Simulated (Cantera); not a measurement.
Input: 1 mol Si(CH3)4, 0.078 mol HCl, 82 mol H2, 0.21 mol C3H8, equilibrated at 13300 Pa.

Cantera equilibrium calculation (NASA polynomials, part measured and part estimated; ideal gas, pure solids and liquids). Candidate condensed phases: C, C6H6, C7H8, C8H18, Si, SiC; 109 gas species. Gases not in the tables: Si2H6 and higher silanes. Equilibrium is a limit: real reactors are often held back by kinetics, nucleation or transport.

### Question
What share of the Si ends up in condensed phases as a function of T (°C), at 1100, 1200, 1300, 1400, 1500, 1600, 1700, 1800, 1900, 2000, 2100, 2200?

### Answer
| T (°C) | Si condensed (%) | as |
|---|---|---|
| 1100 | 100.0 | SiC(s) |
| 1200 | 100.0 | SiC(s) |
| 1300 | 100.0 | SiC(s) |
| 1400 | 100.0 | SiC(s) |
| 1500 | 100.0 | SiC(s) |
| 1600 | 100.0 | SiC(s) |
| 1700 | 99.8 | SiC(s) |
| 1800 | 99.3 | SiC(s) |
| 1900 | 97.2 | SiC(s) |
| 2000 | 90.2 | SiC(s) |
| 2100 | 67.8 | SiC(s) |
| 2200 | 0.7 | SiC(s) |
